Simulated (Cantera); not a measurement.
Input (Python, Cantera) and output of one run.

```python
import numpy as np
import cantera as ct

gas_names = """
    CL CLF CLF3 CL2 F F2 N NF NF2 NF3 N2 Si SiCL SiCL2 SiCL3 SiCL4 SiF SiF2 SiF3 SiF4 SiN Si2 Si2N Si3
""".split()
cond_names = """
    Si(cr) Si(L) Si3N4(a)
""".split()


def load(file, names, dense=False):
    # The tables refer to 1 bar. Condensed volumes are neglected.
    table = {s.name: s for s in ct.Species.list_from_file(file)}
    out = []
    for n in names:
        d = dict(table[n].input_data)
        d["thermo"] = dict(d["thermo"], **{"reference-pressure": 1e5})
        if dense:
            d["equation-of-state"] = {"model": "constant-volume", "density": "1e6 g/cm^3"}
        out.append(ct.Species.from_dict(d))
    return out


gas = ct.Solution(thermo="ideal-gas", species=load("nasa_gas.yaml", gas_names))
cond = {s.name: ct.Solution(thermo="fixed-stoichiometry", species=[s], name=s.name)
        for s in load("nasa_condensed.yaml", cond_names, dense=True)}
atoms = {
    'Si': {'Si': 1},
    'Cl2': {'CL': 2},
    'NF3': {'N': 1, 'F': 3},
}
top_T = {'Si3N4(a)': 2400}  # K; cautious upper limits of use, not melting points


def equilibrate(T, P, feed):
    n = {}
    for name, mol in feed.items():
        for a, k in atoms[name].items():
            n[a] = n.get(a, 0.0) + k * mol
    gas.TPX = T, P, n
    mass = sum(n.values()) * gas.mean_molecular_weight
    gas.equilibrate("TP")
    valid = [c for c in cond.values() if c.min_temp <= T <= top_T.get(c.name, c.max_temp)]
    mix = ct.Mixture([(gas, mass / gas.mean_molecular_weight)] + [(c, 0.0) for c in valid])
    mix.T, mix.P = T, P
    mix.equilibrate("TP", solver="vcs", rtol=1e-11, max_steps=5000)
    return mix


results = []
T = 1123.15  # K
P = 270  # Pa
for m in [0.94, 1.6, 2.3, 3, 3.7, 4.4, 5.1, 5.8]:
    feed = {'Si': 1, 'Cl2': 0.68, 'NF3': m}  # mol
    mix = equilibrate(T, P, feed)
    results.append((T, P, feed, dict(zip(mix.species_names, mix.species_moles))))

top = {s: max(r[3][s] / sum(r[3][g] for g in gas_names) for r in results) for s in gas_names}
cols = sorted((s for s in top if top[s] > 1e-06), key=lambda s: -top[s])[:5]
seen = [c for c in cond_names if any(r[3].get(c, 0) > 1e-12 for r in results)]
print("log10 of partial pressures in bar; condensed amounts in mol")
print(f"{'n(NF3)':>10s}" + "".join(f"{s[:9]:>10s}" for s in cols + seen))
for T, P, feed, n in results:
    ng = sum(n[g] for g in gas_names)
    print(f"{feed['NF3']:10.4g}" + "".join(f"{np.log10(max(n[s] / ng * P / 1e5, 1e-99)):10.3f}" for s in cols)
          + "".join(f"{n.get(c, 0):10.4g}" for c in seen))
```

It prints:

```
log10 of partial pressures in bar; condensed amounts in mol
    n(NF3)         F      SiF4        N2       CLF     SiCL4
      0.94   -13.277    -2.916    -3.092   -12.074    -3.294
       1.6    -4.482    -3.033    -3.130    -3.150   -38.071
       2.3    -3.090    -3.271    -3.210    -3.139   -49.400
         3    -2.892    -3.441    -3.265    -3.308   -51.831
       3.7    -2.818    -3.562    -3.295    -3.429   -53.029
       4.4    -2.779    -3.657    -3.314    -3.524   -53.816
       5.1    -2.755    -3.735    -3.328    -3.601   -54.400
       5.8    -2.738    -3.800    -3.338    -3.667   -54.863
```

These are equilibrium values from Cantera (NASA tables, ideal gas, pure condensed phases), not measurements of a reactor.
